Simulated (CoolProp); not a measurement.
200 sccm (0 °C, 1 atm) of nitrogen bubbles through liquid p-xylene at 294.3 K and leaves saturated at a total pressure of 0.0188 MPa (ideal gas phase). Each further row changes one setting.

Model: reference Helmholtz-energy equation of state, Zhou 2012, in CoolProp.

| case | vapour pressure (kPa) | mole fraction of vapour | delivery (mg/min) | delivery (sccm) | change of delivery for a bath 1 K warmer (%) |
|---|---|---|---|---|---|
| as stated | 0.941 | 0.0500 | 49.9 | 10.5 | ? |
| bath temperature 299.3 K | 1.26 | 0.0669 | ? | 14.3 | ? |
| total pressure 0.0376 MPa | 0.941 | ? | 24.3 | ? | ? |

Problem. Fill in the missing entries.

Solution. 
- as stated, change of delivery for a bath 1 K warmer (%): 6.4
- bath temperature 299.3 K, delivery (mg/min): 67.9
- bath temperature 299.3 K, change of delivery for a bath 1 K warmer (%): 6.3
- total pressure 0.0376 MPa, mole fraction of vapour: 0.0250
- total pressure 0.0376 MPa, delivery (sccm): 5.13
- total pressure 0.0376 MPa, change of delivery for a bath 1 K warmer (%): 6.2
